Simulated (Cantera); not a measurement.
Input: 1 mol Si2Cl6, a varied amount of H2, held at 13.3 mbar.

Points: T (K) = 850, 900, 950, 1000, 1050, 1100, 1150, 1200, 1250, 1300, 1350, 1400; n(H2) (mol) = 19, 27, 37, 50, 69, 95, 130, 180.

Cantera's Mixture.equilibrate('TP', solver="vcs", rtol=1e-11, max_steps=5000) on the NASA tables stopped like this:

```
ERROR: FAILURE its = 5001!

*******************************************************************************
CanteraError thrown by MultiPhase::equilibrate:
VCS solver failed. Return code: -1
*******************************************************************************
```

Question: What got this run through?

Answer: One answer among several that fit: The failure is numerical, not chemical. The same input converged with solver="gibbs", rtol=1e-10, max_steps=50000, and the result passed a check of the equilibrium conditions:
```
    850         19  Si(cr)
    850         27  Si(cr)
    850         37  Si(cr)
    850         50  Si(cr)
    850         69  Si(cr)
    850         95  Si(cr)
    850        130  Si(cr)
    850        180  Si(cr)
    900         19  Si(cr)
    900         27  Si(cr)
    900         37  Si(cr)
    900         50  Si(cr)
    900         69  Si(cr)
    900         95  Si(cr)
    900        130  Si(cr)
    900        180  Si(cr)
    950         19  Si(cr)
    950         27  Si(cr)
    950         37  Si(cr)
    950         50  Si(cr)
    950         69  Si(cr)
    950         95  Si(cr)
    950        130  Si(cr)
    950        180  Si(cr)
   1000         19  Si(cr)
   1000         27  Si(cr)
   1000         37  Si(cr)
   1000         50  Si(cr)
   1000         69  Si(cr)
   1000         95  Si(cr)
   1000        130  Si(cr)
   1000        180  Si(cr)
   1050         19  Si(cr)
   1050         27  Si(cr)
   1050         37  Si(cr)
   1050         50  Si(cr)
   1050         69  Si(cr)
   1050         95  Si(cr)
   1050        130  Si(cr)
   1050        180  Si(cr)
   1100         19  Si(cr)
   1100         27  Si(cr)
   1100         37  Si(cr)
   1100         50  Si(cr)
   1100         69  Si(cr)
   1100         95  Si(cr)
   1100        130  Si(cr)
   1100        180  Si(cr)
   1150         19  Si(cr)
   1150         27  Si(cr)
   1150         37  Si(cr)
   1150         50  Si(cr)
   1150         69  Si(cr)
   1150         95  Si(cr)
   1150        130  Si(cr)
   1150        180  Si(cr)
   1200         19  Si(cr)
   1200         27  Si(cr)
   1200         37  Si(cr)
   1200         50  Si(cr)
   1200         69  Si(cr)
   1200         95  Si(cr)
   1200        130  Si(cr)
   1200        180  Si(cr)
   1250         19  Si(cr)
   1250         27  Si(cr)
   1250         37  Si(cr)
   1250         50  Si(cr)
   1250         69  Si(cr)
   1250         95  Si(cr)
   1250        130  Si(cr)
   1250        180  Si(cr)
   1300         19  Si(cr)
   1300         27  Si(cr)
   1300         37  Si(cr)
   1300         50  Si(cr)
   1300         69  Si(cr)
   1300         95  Si(cr)
   1300        130  Si(cr)
   1300        180  Si(cr)
   1350         19  Si(cr)
   1350         27  Si(cr)
   1350         37  Si(cr)
   1350         50  Si(cr)
   1350         69  Si(cr)
   1350         95  Si(cr)
   1350        130  Si(cr)
   1350        180  Si(cr)
   1400         19  Si(cr)
   1400         27  Si(cr)
   1400         37  Si(cr)
   1400         50  Si(cr)
   1400         69  Si(cr)
   1400         95  Si(cr)
   1400        130  Si(cr)
   1400        180  Si(cr)
```

The gas is ideal and each condensed phase is pure. The feed counts by its element totals alone. The tables' values for SiCl3 are old estimates.
